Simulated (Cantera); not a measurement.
Charge: 1 mol PbO, 5.2 mol CH4, 0.66 mol N2, equilibrated at 12.0 Pa.

Method: chemical equilibrium by Gibbs-energy minimisation in Cantera with the NASA 1993 tables (ideal gas, pure condensed phases). Candidate condensed phases: C, C6H6, C7H8, C8H18, H2O, Pb, PbO, PbO2, Pb3O4; 139 gas species. The numbers say what is thermodynamically allowed, not how fast it happens.

x: gas mole fraction; n: condensed amount in mol.

```
T (°C)   x H2       x H    x Pb    x CO    x N2     x HCN  n C(graphite)
------  -----  --------  ------  ------  ------  --------  -------------
950     0.796   2.45e-5  0.0766  0.0766  0.0505   1.92e-5           4.20
1025    0.796       [?]  0.0766  0.0766  0.0505       [?]           4.20
1100    0.796  0.000271  0.0766  0.0766  0.0505   7.96e-5           4.20
1175    0.796  0.000750  0.0765  0.0765  0.0504  0.000145           4.20
1250    0.794   0.00188  0.0765  0.0765  0.0504  0.000248           4.20
1325    0.792   0.00432  0.0764  0.0764  0.0502  0.000403           4.19
1400    0.788       [?]  0.0762  0.0762  0.0500       [?]           4.19
1475    0.779    0.0184  0.0759  0.0759  0.0496  0.000930           4.19
1550    0.764    0.0346  0.0752  0.0752  0.0490   0.00133           4.18
1625    0.740    0.0614  0.0742  0.0742  0.0480   0.00182           4.17
1700    0.702     0.103  0.0726  0.0726  0.0467   0.00240           4.15
1775    0.646     0.164  0.0703  0.0703  0.0448   0.00302           4.13
1850    0.571     0.247  0.0671  0.0671  0.0423   0.00362           4.11
1925    0.477     0.351  0.0631  0.0631  0.0394   0.00411           4.09
```

Q: What belongs in the gaps?

A: 
- 1400, x H: 0.00923
- 1400, x HCN: 0.000625
- 1025, x H: 8.73e-5
- 1025, x HCN: 4.07e-5
